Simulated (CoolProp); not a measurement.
Saturated liquid density (kg/m³) of normal hydrogen: the reference equation beside estimates from Tc = 33.1 K, pc = 1.296 MPa, ω = -0.219. Rackett uses Z = 0.29056 − 0.08775 ω.

Values from CoolProp's reference Helmholtz-energy equation of state, Leachman 2009.

| T (K) | reference | Rackett | van der Waals | Redlich-Kwong | Soave-Redlich-Kwong | Peng-Robinson |
|---|---|---|---|---|---|---|
| 20.6 | 70.58 | 74.38 | 57.58 | 84.54 | 78.22 | 88.06 |
| 21.7 | 69.27 | 72.69 | 56.18 | 82.09 | 75.85 | 85.43 |
| 22.8 | 67.86 | 70.93 | 54.69 | 79.47 | 73.35 | 82.64 |
| 23.8 | 66.49 | 69.24 | 53.26 | 76.93 | 70.97 | 79.95 |
| 24.9 | 64.86 | 67.28 | 51.58 | 73.93 | 68.19 | 76.81 |
| 26 | 63.08 | 65.19 | 49.77 | 70.68 | 65.22 | 73.44 |
| 27 | 61.31 | 63.15 | 47.99 | 67.48 | 62.33 | 70.14 |
| 28.1 | 59.13 | 60.69 | 45.85 | 63.61 | 58.88 | 66.17 |
| 29.1 | 56.88 | 58.20 | 43.68 | 59.70 | 55.43 | 62.19 |
| 30.2 | 53.96 | 55.05 | 40.94 | 54.81 | 51.16 | 57.23 |
| 31.3 | 50.26 | 51.15 | 37.62 | 48.96 | 46.09 | 51.33 |
| 32.3 | 45.33 | 46.16 | 33.57 | 41.97 | 40.08 | 44.31 |

Absolute difference from the reference over all 12 rows, mean and median: Rackett 3.3 and 3.2 %, van der Waals 21.7 and 21.4 %, Redlich-Kwong 10.9 and 11.1 %, Soave-Redlich-Kwong 6.1 and 6.0 %, Peng-Robinson 14.3 and 15.4 %.
